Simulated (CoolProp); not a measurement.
Vapour-liquid equilibrium of toluene (1) + n-decane (2) at 255.55 °C; x and y are mole fractions of (1).

The numbers come from the multi-fluid Helmholtz-energy mixture model, Lemmon 2006 and Lemmon 2006; pair parameters Bell 2016 in CoolProp.

### Question
Give the bubble pressure and the first vapour's composition at x = 0.25, 0.55, 0.65. Is there an azeotrope?

### Answer
x = 0.25: 8.319 bar, y = 0.445; x = 0.55: 12.05 bar, y = 0.737; x = 0.65: 13.34 bar, y = 0.806. No azeotrope shows between x = 0.05 and 0.95.

Pair parameters are fitted to limited data, so mixtures are less certain than the pure fluids.
